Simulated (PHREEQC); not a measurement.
Consider water at 25 °C with 77 mmol/kgw NH3, 0.13 mmol/kgw H4SiO4 and 5.8 mmol/kgw K2CO3. Closed to the air; pH follows from the charge balance.

Computed with PHREEQC (ion-association model, phreeqc.dat).

No solid was allowed to form.

Task: What pH, ionic strength, specific conductance does the model give?

Result: pH 11.13; ionic strength 0.0180 mol/kgw; specific conductance 1790 µS/cm.

Task: In which forms is Si present?

Result: H3SiO4- 95 %, H4SiO4 4.1 %, H2SiO4-2 1.3 % of the Si.

Species that the database lacks are ignored.
